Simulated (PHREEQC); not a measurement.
1.3 g of hydrous ferric oxide (600 m²/g; 0.2 weak and 0.005 strong sites per Fe, Dzombak-Morel constants, diffuse double layer) in 1 kg of water with 0.001 mol/kgw of an inert sodium salt and 1.2 mmol/kgw CaCl2, at 25 °C; the pH is set by adding NaOH or the inert anion's acid. O2 is buffered at 0.21 atm. No CO2 enters from the air. Nothing may precipitate in this run.

Base run: PHREEQC, ion-association model, wateq4f.dat. Each further column changes one thing. The table gives surface charge σ (C/m²).

| pH | base | background salt from 0.001 to 0.0001 mol/kgw | oxide from 1.3 to 6.5 g/kgw | 0.0023 mol/kgw BaCl2 added |
|---|---|---|---|---|
| 3 | 0.307 | 0.301 | 0.328 | 0.331 |
| 3.38 | 0.262 | 0.254 | 0.290 | 0.298 |
| 3.75 | 0.216 | 0.207 | 0.243 | 0.257 |
| 4.5 | 0.132 | 0.124 | 0.148 | 0.169 |
| 4.88 | 0.099 | 0.092 | 0.109 | 0.131 |
| 5.25 | 0.073 | 0.068 | 0.079 | 0.099 |
| 5.62 | 0.053 | 0.049 | 0.056 | 0.074 |
| 6.38 | 0.025 | 0.023 | 0.026 | 0.037 |
| 6.75 | 0.017 | 0.015 | 0.017 | 0.026 |
| 7.12 | 0.011 | 0.010 | 0.011 | 0.017 |
| 7.5 | 0.007 | 0.006 | 0.006 | 0.010 |
| 8.25 | 0.001 | 0.001 | 0.000 | 0.002 |
| 8.62 | 0.000 | 0.000 | -0.002 | 0.000 |
| 9 | -0.001 | -0.001 | -0.006 | -0.002 |

The oxide is taken as insoluble; below pH 4 it would dissolve.
